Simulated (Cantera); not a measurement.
A freely propagating, adiabatic, planar premixed flame of C3H8 : O2 : N2 = 1 : 4.17 : 15.7 (molar parts), equivalence ratio 1.2, unburnt at 700 K and 1.00 bar; mixture-averaged transport, grid criteria slope 0.08 and curve 0.16, no radiation.

Computed with Cantera and GRI-Mech 3.0 (53 species, 325 reactions). GRI-Mech 3.0 was tuned for natural gas; its chemistry of propane as a main component is partial and can be far from experiment. Burning velocities carry a grid error of a few per cent, more on coarse grids.

x: mole fraction of selected species; z is measured from the peak of heat release.

```csv
z (mm),T (K),u (m/s),x C3H8,x O2,x HO2,x CH2CO,x N2O,x NO
-0.732,700,2.09,0.0478,0.199,1.17e-7,<1e-8,<1e-8,<1e-8
-0.488,701,2.10,0.0477,0.199,1.62e-6,2.26e-7,<1e-8,<1e-8
-0.366,706,2.13,0.0475,0.197,7.69e-6,1.70e-6,<1e-8,3.55e-8
-0.244,746,2.27,0.0466,0.192,[?],[?],<1e-8,[?]
-0.122,1065,3.35,0.0338,0.157,0.000144,0.000506,<1e-8,2.74e-6
-0.0610,1460,4.78,0.0109,0.112,0.000327,0.00159,1.30e-8,7.16e-6
0,[?],6.20,[?],[?],[?],0.00151,[?],[?]
0.0610,2041,6.90,7.05e-7,0.0329,2.42e-5,0.000372,4.52e-8,3.06e-5
0.122,2100,7.09,<1e-8,0.0194,5.77e-6,4.00e-5,5.58e-8,4.36e-5
0.244,2135,7.17,<1e-8,0.0116,3.02e-6,2.41e-7,5.91e-8,5.63e-5
0.488,2173,7.26,<1e-8,0.00892,2.35e-6,<1e-8,5.58e-8,6.53e-5
0.976,2223,7.39,<1e-8,0.00744,1.90e-6,<1e-8,5.54e-8,7.71e-5
1.95,2285,7.57,<1e-8,0.00576,1.42e-6,<1e-8,5.68e-8,9.83e-5
```

### Question
Fill in the missing entries.

### Answer

- -0.244, x HO2: 3.93e-5
- -0.244, x CH2CO: 2.35e-5
- -0.244, x NO: 2.74e-7
- 0, T (K): 1846
- 0, x C3H8: 0.000362
- 0, x O2: 0.0632
- 0, x HO2: 0.000168
- 0, x N2O: 2.93e-8
- 0, x NO: 1.63e-5
